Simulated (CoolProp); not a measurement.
Computed with CoolProp (reference Helmholtz-energy equation of state, Lemmon and Jacobsen 2000).

Problem. For R143a, give the phase and the cp (kJ/(kg K)), speed of sound (m/s), Joule-Thomson coefficient (K/MPa) at 226.85 °C and 13.4 bar; 226.85 °C and 47 bar; 226.85 °C and 80.6 bar.

Solution. 
- 226.85 °C and 13.4 bar: gas; cp 1.31, speed of sound 226, Joule-Thomson coefficient 4.09
- 226.85 °C and 47 bar: supercritical; cp 1.40, speed of sound 214, Joule-Thomson coefficient 3.92
- 226.85 °C and 80.6 bar: supercritical; cp 1.51, speed of sound 209, Joule-Thomson coefficient 3.47
